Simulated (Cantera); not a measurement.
Input (Python, Cantera):

```python
import numpy as np
import cantera as ct

gas = ct.Solution("gri30.yaml", transport_model="multicomponent")
show = ['CH3', 'H2O', 'O']

rows = []
print(f"{'T/K':>7s}{'rho':>11s}{'cp':>10s}{'mu':>11s}{'lambda':>11s}{'Pr':>7s}" + "".join(f"{'D_' + s:>11s}" for s in show))
for T in [400, 650, 900, 1150, 1400, 1650, 1900, 2150, 2400]:
    gas.TPX = T, 500000, {'O2': 0.2}
    Pr = gas.cp_mass * gas.viscosity / gas.thermal_conductivity
    D = [gas.mix_diff_coeffs_mole[gas.species_index(s)] for s in show]
    rows.append([gas.density, gas.cp_mass, gas.viscosity, gas.thermal_conductivity, Pr, *D])
    print(f"{T:7g}{gas.density:11.4e}{gas.cp_mass:10.1f}{gas.viscosity:11.4e}"
          f"{gas.thermal_conductivity:11.4e}{Pr:7.3f}" + "".join(f"{d:11.4e}" for d in D))
print("SI units: kg/m3, J/kg/K, Pa s, W/m/K, m2/s")
```

Output:

```
    T/K        rho        cp         mu     lambda     Pr      D_CH3      D_H2O        D_O
    400 4.8106e+00     941.4 2.5629e-05 3.3889e-02  0.712 7.6709e-06 8.0943e-06 1.1012e-05
    650 2.9604e+00    1017.4 3.5981e-05 5.1551e-02  0.710 1.7743e-05 1.9981e-05 2.5127e-05
    900 2.1380e+00    1073.7 4.4705e-05 6.7676e-02  0.709 3.0759e-05 3.5702e-05 4.3332e-05
   1150 1.6732e+00    1108.6 5.2496e-05 8.2135e-02  0.709 4.6375e-05 5.4702e-05 6.5172e-05
   1400 1.3745e+00    1134.2 5.9661e-05 9.5570e-02  0.708 6.4371e-05 7.6641e-05 9.0346e-05
   1650 1.1662e+00    1155.4 6.6364e-05 1.0835e-01  0.708 8.4588e-05 1.0129e-04 1.1864e-04
   1900 1.0128e+00    1174.1 7.2707e-05 1.2067e-01  0.707 1.0690e-04 1.2849e-04 1.4987e-04
   2150 8.9499e-01    1191.7 7.8755e-05 1.3270e-01  0.707 1.3122e-04 1.5812e-04 1.8392e-04
   2400 8.0177e-01    1209.0 8.4555e-05 1.4455e-01  0.707 1.5746e-04 1.9010e-04 2.2065e-04
SI units: kg/m3, J/kg/K, Pa s, W/m/K, m2/s
```

Model: GRI-Mech 3.0 (53 species, 325 reactions), integrated in Cantera.
